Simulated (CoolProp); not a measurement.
Tetrahydrofuran at several states: density (kg/m³) from the reference equation and from simpler models built on Tc = 540.2 K, pc = 5.304 MPa, ω = 0.234; each cubic takes its own stable root.

Values from CoolProp's reference Helmholtz-energy equation of state, Fiedler 2023.

| T (K) | p (MPa) | phase | reference | van der Waals | Redlich-Kwong |
|---|---|---|---|---|---|
| 520.4 | 1.76 | gas | … | 33.33 | 34.06 |
| 188.9 | 0.101 | liquid | … | 601.4 | 896.6 |
| 528.1 | 2.23 | gas | 44.61 | 43.13 | 44.27 |
| 191.8 | 0.011 | liquid | 995.2 | … | … |
| 428.2 | 13.8 | liquid | 751.3 | 495.0 | 682.8 |

Complete the blanks.


- 520.4, reference: 34.25
- 188.9, reference: 998.3
- 191.8, van der Waals: 599.9
- 191.8, Redlich-Kwong: 894.4
